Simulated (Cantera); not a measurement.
A closed system holds: 1 mol CH3SiCl3, 310 mol H2, equilibrated at 2175 K and 0.430 bar.

Cantera equilibrium calculation (NASA polynomials, part measured and part estimated; ideal gas, pure solids and liquids). Candidate condensed phases: C, C6H6, C7H8, C8H18, Si, SiC; 109 gas species. The feed counts by its element totals alone. The tables' values for SiCl are old estimates; treat these amounts as uncertain. Gases not in the tables: Si2H6 and higher silanes. Equilibrium is a limit: real reactors are often held back by kinetics, nucleation or transport.

Base state: H2 0.983, HCl 0.00936, H 0.00738, Si 0.000217, C2H2 (acetylene) 0.000207, SiH2 8.42e-5, SiH 6.56e-5, SiCl2 5.71e-5 (mole fractions); condensed: SiC(s).

Problem. What changes in the equilibrium state with this change: temperature from 2175 K to 2500 K?

Solution. 
| species | before | after |
|---|---|---|
| H2 | 0.983 | 0.949 |
| H | 0.00738 | 0.0373 |
| HCl | 0.00936 | 0.00902 |
| Si | 0.000217 | 0.00219 |
| SiC2 | 1.79e-6 | 7.80e-5 |
| Si2 | 1.07e-6 | 1.16e-5 |
| SiC(s), mol | 0.852 | 0 |
